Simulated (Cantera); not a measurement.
Mixture: CH₄ : O₂ : N₂ = 1 : 2 : 7.52 (molar parts), at 31000 Pa, adiabatic and at constant volume. Ignition delay is the time to a rise of 400 K.

Cantera simulation using GRI-Mech 3.0 (53 species, 325 reactions); the numbers are that mechanism's predictions, not measurements.

### Question
Predict: delay at 1300 K; delay at 1400 K; delay at 1500 K; delay at 1600 K; apparent activation energy between 1550 and 1650 K.

### Answer
```json
{
  "delay at 1300 K": "26.9 ms",
  "delay at 1400 K": "7.82 ms",
  "delay at 1500 K": "2.78 ms",
  "delay at 1600 K": "1.19 ms",
  "apparent activation energy between 1550 and 1650 K": "170 kJ/mol"
}
```
